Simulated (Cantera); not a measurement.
A Cantera script and what it prints.

```python
import numpy as np
import cantera as ct

gas_names = """
    CL CL2 N N2 Si SiCL SiCL2 SiCL3 SiCL4 SiN Si2 Si2N Si3
""".split()
cond_names = """
    Si(cr) Si(L) Si3N4(a)
""".split()


def load(file, names, dense=False):
    # The tables refer to 1 bar. Condensed volumes are neglected.
    table = {s.name: s for s in ct.Species.list_from_file(file)}
    out = []
    for n in names:
        d = dict(table[n].input_data)
        d["thermo"] = dict(d["thermo"], **{"reference-pressure": 1e5})
        if dense:
            d["equation-of-state"] = {"model": "constant-volume", "density": "1e6 g/cm^3"}
        out.append(ct.Species.from_dict(d))
    return out


gas = ct.Solution(thermo="ideal-gas", species=load("nasa_gas.yaml", gas_names))
cond = {s.name: ct.Solution(thermo="fixed-stoichiometry", species=[s], name=s.name)
        for s in load("nasa_condensed.yaml", cond_names, dense=True)}
atoms = {
    'Si': {'Si': 1},
    'Cl2': {'CL': 2},
    'N2': {'N': 2},
}
top_T = {'Si3N4(a)': 2400}  # K; cautious upper limits of use, not melting points


def equilibrate(T, P, feed):
    n = {}
    for name, mol in feed.items():
        for a, k in atoms[name].items():
            n[a] = n.get(a, 0.0) + k * mol
    gas.TPX = T, P, n
    mass = sum(n.values()) * gas.mean_molecular_weight
    gas.equilibrate("TP")
    valid = [c for c in cond.values() if c.min_temp <= T <= top_T.get(c.name, c.max_temp)]
    mix = ct.Mixture([(gas, mass / gas.mean_molecular_weight)] + [(c, 0.0) for c in valid])
    mix.T, mix.P = T, P
    mix.equilibrate("TP", solver="vcs", rtol=1e-11, max_steps=5000)
    return mix


results = []
T = 575  # K
P = 10000  # Pa
for m in [0.74, 1.4, 2, 2.7, 3.3, 3.9, 4.6, 5.2, 5.8, 6.5, 7.1]:
    feed = {'Si': 1, 'Cl2': m, 'N2': 0.6}  # mol
    mix = equilibrate(T, P, feed)
    results.append((T, P, feed, dict(zip(mix.species_names, mix.species_moles))))
    x = sorted(zip(gas.X, gas.species_names), reverse=True)
    print(f"T = {T:g} K  P = {P:g} Pa  n(Cl2) = {m:g} mol  gas = {mix.phase_moles(0):.4g} mol")
    print("   x: " + "  ".join(f"{s} {v:.3e}" for v, s in x if v > 1e-05))
    print("   condensed (mol): " + ("  ".join(f"{mix.phase(i).name} {mix.phase_moles(i):.4g}"
          for i in range(1, mix.n_phases) if mix.phase_moles(i) > 1e-12) or "none"))
```

Output:

```
T = 575 K  P = 10000 Pa  n(Cl2) = 0.74 mol  gas = 0.55 mol
   x: SiCL4 6.727e-01  N2 3.273e-01
   condensed (mol): Si3N4(a) 0.21
T = 575 K  P = 10000 Pa  n(Cl2) = 1.4 mol  gas = 1.1 mol
   x: SiCL4 6.364e-01  N2 3.636e-01
   condensed (mol): Si3N4(a) 0.1
T = 575 K  P = 10000 Pa  n(Cl2) = 2 mol  gas = 1.6 mol
   x: SiCL4 6.250e-01  N2 3.750e-01
   condensed (mol): none
T = 575 K  P = 10000 Pa  n(Cl2) = 2.7 mol  gas = 2.3 mol
   x: SiCL4 4.348e-01  CL2 3.043e-01  N2 2.609e-01
   condensed (mol): none
T = 575 K  P = 10000 Pa  n(Cl2) = 3.3 mol  gas = 2.9 mol
   x: CL2 4.483e-01  SiCL4 3.448e-01  N2 2.069e-01
   condensed (mol): none
T = 575 K  P = 10000 Pa  n(Cl2) = 3.9 mol  gas = 3.5 mol
   x: CL2 5.429e-01  SiCL4 2.857e-01  N2 1.714e-01
   condensed (mol): none
T = 575 K  P = 10000 Pa  n(Cl2) = 4.6 mol  gas = 4.2 mol
   x: CL2 6.190e-01  SiCL4 2.381e-01  N2 1.429e-01
   condensed (mol): none
T = 575 K  P = 10000 Pa  n(Cl2) = 5.2 mol  gas = 4.8 mol
   x: CL2 6.667e-01  SiCL4 2.083e-01  N2 1.250e-01
   condensed (mol): none
T = 575 K  P = 10000 Pa  n(Cl2) = 5.8 mol  gas = 5.4 mol
   x: CL2 7.037e-01  SiCL4 1.852e-01  N2 1.111e-01
   condensed (mol): none
T = 575 K  P = 10000 Pa  n(Cl2) = 6.5 mol  gas = 6.1 mol
   x: CL2 7.377e-01  SiCL4 1.639e-01  N2 9.836e-02
   condensed (mol): none
T = 575 K  P = 10000 Pa  n(Cl2) = 7.1 mol  gas = 6.7 mol
   x: CL2 7.612e-01  SiCL4 1.493e-01  N2 8.955e-02
   condensed (mol): none
```

Method: chemical equilibrium by Gibbs-energy minimisation in Cantera with the NASA 1993 tables (ideal gas, pure condensed phases). N2 is the only nitrogen source here; it is nearly inert below about 1500 K, so the nitride shown seldom forms there in practice.
